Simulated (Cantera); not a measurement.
An adiabatic, constant-volume homogeneous reactor starts with CH₄ : H₂ : O₂ : N₂ = 1 : 0.61 : 4.27 : 17.9 (molar parts), equivalence ratio 0.54, at 1575 K and 43000 Pa. Integrator tolerance rtol = 1e-08.

Computed with Cantera and GRI-Mech 3.0 (53 species, 325 reactions).

```json
[
 {"quantity": "time of steepest temperature rise", "before": "0.258 ms", "after": "0.634 ms"},
 {"quantity": "temperature at 2.00 s", "before": "2584 K", "after": "2505 K"},
 {"quantity": "equilibrium temperature", "before": "2584 K", "after": "2505 K"},
 {"quantity": "x(CH₄) at 2.00 s", "before": "<1e-12 (gas-phase equilibrium <1e-12)", "after": "<1e-12 (gas-phase equilibrium <1e-12)"},
 {"quantity": "x(H₂) at 2.00 s", "before": "0.00375 (gas-phase equilibrium 0.00375)", "after": "0.00256 (gas-phase equilibrium 0.00256)"},
 {"quantity": "x(O₂) at 2.00 s", "before": "0.0741 (gas-phase equilibrium 0.0741)", "after": "0.0752 (gas-phase equilibrium 0.0752)"},
 {"quantity": "x(CO₂) at 2.00 s", "before": "0.0336 (gas-phase equilibrium 0.0336)", "after": "0.0364 (gas-phase equilibrium 0.0364)"},
 {"quantity": "x(O) at 2.00 s", "before": "0.00704 (gas-phase equilibrium 0.00704)", "after": "0.00466 (gas-phase equilibrium 0.00466)"}
]
```

Problem. Which change was made?
A) H2 0.61 to 0.23 parts
B) pressure from 43000 Pa to 67000 Pa
C) initial temperature 1575 to 1398 K
D) pressure from 43000 Pa to 500000 Pa

Solution. C, initial temperature 1575 to 1398 K
